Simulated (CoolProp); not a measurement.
A single-stage vapour-compression cycle with carbonyl sulfide: evaporating at 200.15 K (dew point), condensing at 226.15 K (bubble point), superheat 10 K, subcooling 5 K, compressor efficiency 0.85, no pressure losses. Each further row changes one setting.

Computed with CoolProp (reference Helmholtz-energy equation of state, Lemmon 2006). It is a short technical equation, of lower accuracy than the large ones.

```csv
case,cooling COP,pressure ratio,discharge temperature (K),refrigerating effect (kJ/kg),volumetric capacity (kJ/m³)
as stated,5.79,3.82,292.9,305,325
evaporating temperature 205.15 K,7.53,2.86,279.9,308,428
condensing temperature 221.15 K,7.31,3.03,277.7,311,331
subcooling 10 K,5.90,3.82,292.9,311,331
superheat 20 K,5.64,3.82,305.2,311,316
compressor efficiency 0.75,5.11,3.82,302.9,305,325
```
